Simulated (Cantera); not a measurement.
What does this Cantera script print?

```python
import numpy as np
import cantera as ct

gas_names = [...]  # 110 gases of nasa_gas.yaml made of C, H, O
cond_names = """
    C(gr) C6H6(L) C7H8(L) C8H18(L),n-octa H2O(s) H2O(L)
""".split()


# ... load() reads the species with a 1 bar reference pressure and builds the phases ...
atoms = {
    'CO': {'C': 1, 'O': 1},
    'H2': {'H': 2},
    'CO2': {'C': 1, 'O': 2},
}
top_T = {'C(gr)': 4500}  # K; cautious upper limits of use, not melting points


# ... equilibrate(T, P, feed) seeds the gas with the atoms and calls Mixture.equilibrate('TP', solver="vcs", rtol=1e-11, max_steps=5000) ...
results = []
feed = {'CO': 1, 'H2': 16, 'CO2': 1.6}  # mol
P = 28000  # Pa
for T in [575, 650, 725, 800, 875, 950, 1025, 1100]:
    mix = equilibrate(T, P, feed)
    results.append((T, P, feed, dict(zip(mix.species_names, mix.species_moles))))

top = {s: max(r[3][s] / sum(r[3][g] for g in gas_names) for r in results) for s in gas_names}
cols = sorted((s for s in top if top[s] > 0.0001), key=lambda s: -top[s])[:6]
seen = [c for c in cond_names if any(r[3].get(c, 0) > 1e-12 for r in results)]
print("log10 of partial pressures in bar; condensed amounts in mol")
print(f"{'T/K':>10s}" + "".join(f"{s[:9]:>10s}" for s in cols + seen))
for T, P, feed, n in results:
    ng = sum(n[g] for g in gas_names)
    print(f"{T:10.4g}" + "".join(f"{np.log10(max(n[s] / ng * P / 1e5, 1e-99)):10.3f}" for s in cols)
          + "".join(f"{n.get(c, 0):10.4g}" for c in seen))
```

Output:

```
log10 of partial pressures in bar; condensed amounts in mol
       T/K        H2       H2O       CH4        CO       CO2
       575    -0.860    -1.057    -1.265    -6.847    -5.444
       650    -0.858    -1.060    -1.268    -4.577    -3.587
       725    -0.819    -1.120    -1.324    -2.982    -2.407
       800    -0.740    -1.299    -1.519    -2.097    -2.031
       875    -0.682    -1.527    -1.923    -1.654    -2.078
       950    -0.660    -1.670    -2.613    -1.497    -2.254
      1025    -0.657    -1.692    -3.448    -1.459    -2.381
      1100    -0.658    -1.682    -4.231    -1.447    -2.477
```

Cantera equilibrium calculation (NASA polynomials, part measured and part estimated; ideal gas, pure solids and liquids).
